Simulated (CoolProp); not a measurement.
The numbers come from the reference Helmholtz-energy equation of state, Setzmann 1991 in CoolProp.

### Question
Give the vapour pressure (MPa), enthalpy of vaporisation (kJ/kg), surface tension (mN/m), liquid viscosity (µPa s) of saturated methane at -147.45, -133.15 °C.

### Answer
```
T (°C)   p (MPa)  enthalpy of vaporisation (kJ/kg)  surface tension (mN/m)  liquid viscosity (µPa s)
-------  -------  --------------------------------  ----------------------  ------------------------
-147.45    0.281                               482                    10.2                      87.9
-133.15    0.641                               445                    7.56                      68.1
```

Viscosity comes from a separate model (Quiñones-Cisneros 2006). Surface tension comes from a separate correlation (Mulero 2012).
